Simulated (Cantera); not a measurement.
An adiabatic, constant-pressure homogeneous reactor starts with CH4 : O2 : N2 = 1 : 0.87 : 3.27 (molar parts), equivalence ratio 2.3, at 1225 K and 5.60 bar. Integrator tolerance rtol = 1e-08.

Cantera simulation using GRI-Mech 3.0 (53 species, 325 reactions); the numbers are that mechanism's predictions, not measurements.

```json
[
 {"quantity": "time of steepest temperature rise", "before": "10.3 ms", "after": "0.157 s"},
 {"quantity": "temperature at 0.200 s", "before": "2137 K", "after": "2122 K"},
 {"quantity": "equilibrium temperature", "before": "2137 K", "after": "2121 K"},
 {"quantity": "x(CH4) at 0.200 s", "before": "7.98e-9 (gas-phase equilibrium 9.05e-9)", "after": "3.22e-6 (gas-phase equilibrium 1.80e-11)"},
 {"quantity": "x(O2) at 0.200 s", "before": "2.47e-8 (gas-phase equilibrium 2.47e-8)", "after": "3.50e-7 (gas-phase equilibrium 4.64e-7)"},
 {"quantity": "x(C2H6) at 0.200 s", "before": "<1e-12 (gas-phase equilibrium <1e-12)", "after": "<1e-12 (gas-phase equilibrium <1e-12)"},
 {"quantity": "x(C2H) at 0.200 s", "before": "<1e-12 (gas-phase equilibrium <1e-12)", "after": "2.04e-9 (gas-phase equilibrium <1e-12)"},
 {"quantity": "x(C2H2) at 0.200 s", "before": "4.66e-12 (gas-phase equilibrium 5.27e-12)", "after": "5.39e-6 (gas-phase equilibrium <1e-12)"}
]
```

What was changed between the two runs?
A. initial temperature 1225 to 1048 K
B. initial temperature 1225 to 1125 K
C. initial temperature 1225 to 1823 K
D. pressure from 5.60 bar to 0.240 bar

D, pressure from 5.60 bar to 0.240 bar
